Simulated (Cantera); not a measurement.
Cantera run:

```python
import numpy as np
import cantera as ct

gas_names = """
    CL CLO CL2 H HCL HOCL HO2 H2 H2O H2O2 O OH O2 O3 Ti TiCL TiCL2 TiCL3 TiCL4 TiO TiOCL TiOCL2 TiO2
""".split()
cond_names = """
    H2O(s) H2O(L) Ti(a) Ti(b) Ti(L) TiCL2(s) TiCL3(s) TiCL4(L) TiO(a) TiO(b) TiO(L) TiO2(ru) TiO2(L)
    Ti2O3(a) Ti2O3(b) Ti2O3(L) Ti3O5(a) Ti3O5(b) Ti3O5(L) Ti4O7(s) Ti4O7(L)
""".split()


# ... load() reads the species with a 1 bar reference pressure and builds the phases ...
atoms = {
    'TiO2': {'Ti': 1, 'O': 2},
    'Cl2': {'CL': 2},
    'H2': {'H': 2},
}
top_T = {'TiCL2(s)': 1300, 'TiCL3(s)': 1000}  # K; cautious upper limits of use, not melting points


# ... equilibrate(T, P, feed) seeds the gas with the atoms and calls Mixture.equilibrate('TP', solver="vcs", rtol=1e-11, max_steps=5000) ...
results = []
feed = {'TiO2': 1, 'Cl2': 0.16, 'H2': 1.5}  # mol
P = 1000  # Pa
for T in [1248, 1323, 1398, 1473, 1548, 1623, 1698, 1773]:
    mix = equilibrate(T, P, feed)
    results.append((T, P, feed, dict(zip(mix.species_names, mix.species_moles))))

top = {s: max(r[3][s] / sum(r[3][g] for g in gas_names) for r in results) for s in gas_names}
cols = sorted((s for s in top if top[s] > 1e-06), key=lambda s: -top[s])[:9]
seen = [c for c in cond_names if any(r[3].get(c, 0) > 1e-12 for r in results)]
print("log10 of partial pressures in bar; condensed amounts in mol")
print(f"{'T/K':>10s}" + "".join(f"{s[:9]:>10s}" for s in cols + seen))
for T, P, feed, n in results:
    ng = sum(n[g] for g in gas_names)
    print(f"{T:10.4g}" + "".join(f"{np.log10(max(n[s] / ng * P / 1e5, 1e-99)):10.3f}" for s in cols)
          + "".join(f"{n.get(c, 0):10.4g}" for c in seen))
```

It prints:

```
log10 of partial pressures in bar; condensed amounts in mol
       T/K        H2       HCL       H2O         H        CL        OH     TiCL3     TiCL4  TiO2(ru)  Ti4O7(s)
      1248    -2.094    -2.715    -4.843    -7.378    -8.067   -12.117    -7.485    -7.776    0.9905  0.002367
      1323    -2.095    -2.715    -4.524    -6.847    -7.544   -11.116    -7.691    -8.281    0.9802  0.004957
      1398    -2.096    -2.715    -4.238    -6.373    -7.076   -10.221    -7.881    -8.736    0.9617  0.009581
      1473    -2.099    -2.715    -3.981    -5.947    -6.655    -9.415    -8.055    -9.147    0.9307   0.01733
      1548    -2.103    -2.715    -3.749    -5.563    -6.273    -8.686    -8.216    -9.520    0.8817   0.02958
      1623    -2.109    -2.715    -3.539    -5.215    -5.925    -8.023    -8.363    -9.859    0.8081   0.04797
      1698    -2.118    -2.716    -3.350    -4.899    -5.606    -7.420    -8.498   -10.166    0.7031   0.07423
      1773    -2.131    -2.717    -3.179    -4.612    -5.311    -6.867    -8.620   -10.444      0.56      0.11
```

Cantera equilibrium calculation (NASA polynomials, part measured and part estimated; ideal gas, pure solids and liquids). Mutual solubility and eutectic melting of coexisting phases are not modelled. Condensed phases not in the tables: Magnéli phases beyond Ti4O7.
